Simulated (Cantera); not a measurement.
Source: NASA polynomial tables (part measured, part estimated), evaluated in Cantera. Values are per mole of reaction as written; species without (g) are pure solids or liquids, kept so even where they would boil at 1 bar.

SO₂(g) + 2 SF₆(g) = 2 O(g) + 3 SF₄(g)

```
T (K)  ΔH° (kJ)  ΔS° (J/K)  ΔG° (kJ)  log10 K
-----  --------  ---------  --------  -------
300       946.7      390.0     829.7  -144.46
1050          …          …         …        …
1150          …          …         …        …
1250      956.2      411.6     441.7   -18.46
1350      955.9      411.3     400.6   -15.50
1450      955.5      411.1     359.5   -12.95
1550      955.0      410.7     318.4   -10.73
```

Question: Some entries are withheld; supply them.

Answer: 
- 1050, ΔH° (kJ): 956.5
- 1050, ΔS° (J/K): 411.8
- 1050, ΔG° (kJ): 524.1
- 1050, log10 K: -26.07
- 1150, ΔH° (kJ): 956.4
- 1150, ΔS° (J/K): 411.8
- 1150, ΔG° (kJ): 482.9
- 1150, log10 K: -21.93
